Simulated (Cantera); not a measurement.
Pyrogenic steam for wet oxidation

An isothermal, constant-pressure homogeneous reactor starts with 27.1 % H2, 20.8 % O2, 52.1 % N2, equivalence ratio 0.65, at 900 K and 17000 Pa.

Cantera simulation using the H2/O2 subset of GRI-Mech 3.0, which has no nitrogen chemistry; the numbers are that mechanism's predictions, not measurements. Below about 950 K walls govern HO2 and H2O2 in real vessels. The temperature is held fixed by assumption; the heat of reaction is taken as removed at once.

```csv
t (s),x H2,x O2,x H2O,x OH,x O,x H2O2,x H
8.00e-6,0.271,0.208,<1e-12,<1e-12,<1e-12,<1e-12,2.59e-12
6.17e-5,0.271,0.208,9.64e-12,<1e-12,2.40e-12,<1e-12,2.34e-11
0.000476,0.271,0.208,4.93e-9,9.01e-11,3.54e-10,1.88e-12,2.90e-9
0.00367,0.0320,0.0989,0.276,0.000142,0.000168,2.29e-6,0.000468
0.0283,0.0203,0.0936,0.290,8.05e-8,1.34e-7,4.10e-5,2.06e-7
0.218,0.0190,0.0930,0.291,2.40e-7,3.37e-7,0.000124,5.24e-7
1.68,0.00769,0.0878,0.304,2.78e-7,2.85e-7,0.000113,2.57e-7
13.0,0.000157,0.0844,0.313,7.83e-8,8.06e-9,1.32e-6,1.72e-9
100,6.24e-6,0.0843,0.313,7.61e-9,3.94e-11,4.63e-9,7.26e-12
```
x: mole fraction; the columns are a selection and need not sum to one.

Equilibrium at this temperature and pressure: H2 8.42e-12, O2 0.0843, H2O 0.313, OH 2.89e-8, O 3.82e-12, H2O2 2.55e-11, H <1e-12 (gas phase only).
